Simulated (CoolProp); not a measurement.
p-xylene at 496.76 K and 0.468 MPa is compressed adiabatically to 3.73 MPa with isentropic efficiency 0.85. Each further row changes one setting.

Computed with CoolProp (reference Helmholtz-energy equation of state, Zhou 2012).

```csv
case,work (kJ/kg),final temperature (K),final phase,final density (kg/m³)
as stated,60.0,___,liquid,___
efficiency 1,51.0,___,liquid,426
efficiency 0.65,78.5,618.3,___,___
```

Some entries are withheld; supply them.


- as stated, final temperature (K): 615.1
- as stated, final density (kg/m³): 411
- efficiency 1, final temperature (K): 613.1
- efficiency 0.65, final phase: supercritical
- efficiency 0.65, final density (kg/m³): 374
